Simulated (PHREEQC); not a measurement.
0.035 g of hydrous ferric oxide (600 m²/g; 0.2 weak and 0.005 strong sites per Fe, Dzombak-Morel constants, diffuse double layer) in 1 kg of water with 0.1 mol/kgw of an inert sodium salt and 0.0014 mmol/kgw CuSO4, at 25 °C; the pH is set by adding NaOH or the inert anion's acid. Oxygen is held at 0.21 atm. The system is closed to CO2. No solid was allowed to form.

The series has 13 steps of pH, from 3 to 9.

All values are PHREEQC results (ion-association model, wateq4f.dat), not measurements.

Problem. Near which pH is half of the S sorbed, and on which side is more sorbed?

Solution. Near pH 5.3, with more sorbed at lower pH.

Problem. Near which pH is half of the Cu sorbed, and on which side is more sorbed?

Solution. Near pH 5.4, with more sorbed at higher pH.

The database's constant for dissolved Cu(OH)2 is higher than later reviews accept. The oxide is taken as insoluble; below pH 4 it would dissolve.
